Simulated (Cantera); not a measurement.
What does this Cantera script print?

```python
import numpy as np
import cantera as ct

gas = ct.Solution("gri30.yaml")


def delay(T, t_max=10):
    gas.TPX = T, 190000, {'C3H8': 1, 'O2': 8.2, 'N2': 30.8, 'H2O': 4.3}
    reactor = ct.IdealGasConstPressureReactor(gas, clone=False)
    net = ct.ReactorNet([reactor])
    net.rtol, net.atol = 1e-8, 1e-16
    while net.time < t_max:
        t_old, T_old = net.time, reactor.T
        net.step()
        if reactor.T > T + 400:  # ignition: a rise of 400 K
            return t_old + (T + 400 - T_old) / (reactor.T - T_old) * (net.time - t_old)
    return np.nan


taus = []
for T in [1000, 1050, 1100, 1150, 1200, 1250, 1300]:
    taus.append(delay(T))
    print(f"T0 = {T:6g} K   tau = {taus[-1]:.4e} s")
```

Output:

```
T0 =   1000 K   tau = 3.2511e-01 s
T0 =   1050 K   tau = 1.0933e-01 s
T0 =   1100 K   tau = 3.6959e-02 s
T0 =   1150 K   tau = 1.2771e-02 s
T0 =   1200 K   tau = 4.6172e-03 s
T0 =   1250 K   tau = 1.7836e-03 s
T0 =   1300 K   tau = 7.4634e-04 s
```

Cantera simulation using GRI-Mech 3.0 (53 species, 325 reactions); the numbers are that mechanism's predictions, not measurements. GRI-Mech 3.0 was tuned for natural gas; its chemistry of propane as a main component is partial and can be far from experiment.
